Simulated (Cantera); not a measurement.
Feed: 1 mol Cu, 0.015 mol CO2, 0.41 mol CO, held at 1727 °C and 0.000950 bar.

Method: chemical equilibrium by Gibbs-energy minimisation in Cantera with the NASA 1993 tables (ideal gas, pure condensed phases). Candidate condensed phases: C, Cu, CuO, Cu2O; 15 gas species. Kinetics and transport are ignored.

Base state: Cu 0.701, CO 0.288, CO2 0.0105, Cu2 0.000448, O 3.39e-5 (mole fractions); condensed: gas only.

Problem. What changes in the equilibrium state with this change: CO2 from 0.015 to 2.7 mol?

Solution. 
```tsv
species	before	after
CO2	0.0105	0.581
Cu	0.701	0.236
CO	0.288	0.153
O2	2.44e-6	0.0264
O	3.39e-5	0.00353
CuO	3.61e-6	0.000126
Cu2	0.000448	5.07e-5
```
